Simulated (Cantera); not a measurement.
An adiabatic, constant-pressure homogeneous reactor starts with H₂ : O₂ : N₂ : H₂O = 1 : 1.04 : 3.92 : 1.7 (molar parts), equivalence ratio 0.48, at 1323 K and 760 Torr.

Model: the H2/O2 subset of GRI-Mech 3.0, which has no nitrogen chemistry, integrated in Cantera.

One state of this run: T (K) = 2143; x H₂ = 0.00108; x O₂ = 0.0741; x H₂O = 0.372; x H = 0.000133; x HO₂ = 4.30e-6; x H₂O₂ = 2.95e-7; x O = 0.000508. x: mole fraction; the columns are a selection and need not sum to one.

Task: Which value of t (s) does it belong to?
A. 0.0140
B. 1.18e-5
C. 6.91e-5
D. 4.85e-6

Result: A, 0.0140
